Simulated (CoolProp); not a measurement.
Propylene along the isobar 4.05 MPa: density (kg/m³) from the reference equation and from simpler models built on Tc = 91.1 °C, pc = 4.555 MPa, ω = 0.146; each cubic takes its own stable root.

Model: reference Helmholtz-energy equation of state, Lemmon 2013, in CoolProp.

| T (°C) | phase | reference | Soave-Redlich-Kwong | Peng-Robinson |
|---|---|---|---|---|
| 15.45 | liquid | 530.6 | 491.1 | 555.6 |
| 35.95 | liquid | 496.7 | 452.0 | 511.2 |
| 56.45 | liquid | 455.1 | 402.5 | 454.1 |
| 76.95 | liquid | 392.2 | 327.0 | 366.4 |
| 97.45 | gas | 91.08 | 89.80 | 94.03 |
| 117.95 | gas | 74.14 | 73.50 | 76.35 |
| 138.55 | gas | 64.84 | 64.31 | 66.50 |
| 159.05 | gas | 58.50 | 57.99 | 59.77 |
| 179.55 | gas | 53.71 | 53.20 | 54.69 |
| 200.05 | gas | 49.88 | 49.38 | 50.66 |
